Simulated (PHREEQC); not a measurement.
# Alkaline etch or developer: an equilibrium model

Solution (25 °C and 10 atm): 20 mmol/kgw NaOH, 0.18 mmol/kgw Na2SiO3 and 150 mmol/kgw K3PO4. Closed to the air; pH follows from the charge balance.

Model: ion-association model, phreeqc.dat, run in PHREEQC.

Each row changes one thing in this solution. No solid was allowed to form.

| case | pH | ionic strength (mol/kgw) | PO4-3 (mol/kgw) | HPO4-2 (mol/kgw) | KHPO4- (mol/kgw) | NaHPO4- (mol/kgw) |
|---|---|---|---|---|---|---|
| as made | 12.28 | 0.893 | 0.138 | 0.0106 | 0.00149 | 7.86e-5 |
| Na2SiO3 left out | ___ | 0.892 | 0.138 | 0.0107 | 0.00149 | 7.75e-5 |
| temperature from 25 to 35 °C | 12.02 | 0.882 | 0.133 | 0.0148 | 0.00203 | 0.000107 |
| diluted 5-fold with water | 11.98 | 0.164 | 0.0205 | 0.00899 | 0.000477 | 2.23e-5 |
| NaOH from 0.02 to 0.002 mol/kgw | ___ | 0.861 | 0.132 | 0.0162 | 0.00229 | 1.40e-5 |

### Question
Fill in the missing entries.

### Answer

- Na2SiO3 left out, pH: 12.27
- NaOH from 0.02 to 0.002 mol/kgw, pH: 12.08

The ionic strength passes 0.7 mol/kgw, the rough limit of the ion-association models, in as made; Na2SiO3 left out; temperature from 25 to 35 °C; NaOH from 0.02 to 0.002 mol/kgw.
